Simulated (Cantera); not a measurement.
A diamond (100) surface in a fixed gas of H2 with x(CH4) = 0.0043, x(CH3) = 0.00014, at 1125 K, 8.25 Torr; coverages are run to steady state.

Model: the Harris–Goodwin 1993 mechanism for the reconstructed diamond (100) surface, integrated in Cantera.

θ: site fractions in the mechanism's names (c6HH fully hydrogenated, c6H* and c6*H radical sites, c6** diradical, c6HM methylated).

```csv
x(H),growth (µm/h),θ c6HH,θ c6H*,θ c6*H,θ c6**,θ c6HM
0.0001,?,0.601,0.0243,0.364,0.00509,0.00193
0.00025,?,0.542,0.0277,0.415,0.0100,0.00242
0.00062,?,0.512,0.0293,0.438,0.0149,0.00275
0.0015,?,0.499,0.0299,0.448,0.0182,0.00282
0.0038,?,0.493,0.0302,0.452,0.0200,0.00256
0.0095,?,0.491,0.0304,0.454,0.0208,0.00198
0.024,?,0.491,0.0305,0.456,0.0212,0.00124
0.059,?,0.491,0.0306,0.456,0.0214,0.000647
0.15,?,0.491,0.0309,0.456,0.0215,0.000289
```

### Question
Some entries are withheld; supply them.

### Answer

- 0.0001, growth (µm/h): 0.0198
- 0.00025, growth (µm/h): 0.0462
- 0.00062, growth (µm/h): 0.0911
- 0.0015, growth (µm/h): 0.169
- 0.0038, growth (µm/h): 0.323
- 0.0095, growth (µm/h): 0.570
- 0.024, growth (µm/h): 0.864
- 0.059, growth (µm/h): 1.09
- 0.15, growth (µm/h): 1.23
